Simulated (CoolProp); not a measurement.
Vapour pressure (MPa) of decamethyltetrasiloxane (MD2M): the reference equation beside estimates from Tc = 326.2 °C, pc = 1.144 MPa, ω = 0.635.

Computed with CoolProp (reference Helmholtz-energy equation of state, Thol 2017).

| T (°C) | reference | Redlich-Kwong | Soave-Redlich-Kwong | Peng-Robinson |
|---|---|---|---|---|
| 51.25 | 0.0003433 | 0.007262 | 0.0003778 | 0.0004366 |
| 61.75 | 0.0006540 | 0.01063 | [?] | 0.0007965 |
| 72.25 | 0.001184 | [?] | 0.001249 | 0.001390 |
| 82.65 | [?] | 0.02091 | 0.002115 | 0.002317 |
| 93.15 | 0.003375 | 0.02833 | 0.003467 | 0.003745 |
| 103.65 | 0.005392 | 0.03760 | 0.005488 | 0.005854 |
| 114.15 | 0.008327 | 0.04898 | 0.008419 | [?] |
| 124.55 | [?] | 0.06259 | 0.01251 | 0.01306 |

Question: What belongs in the gaps?

Answer: 
- 61.75, Soave-Redlich-Kwong: 0.0007031
- 72.25, Redlich-Kwong: 0.01513
- 82.65, reference: 0.002035
- 114.15, Peng-Robinson: 0.008881
- 124.55, reference: 0.01243

Absolute difference from the reference over all 8 rows, mean and median: Redlich-Kwong 984.3 and 833.5 %, Soave-Redlich-Kwong 4.2 and 3.3 %, Peng-Robinson 13.9 and 12.4 %.
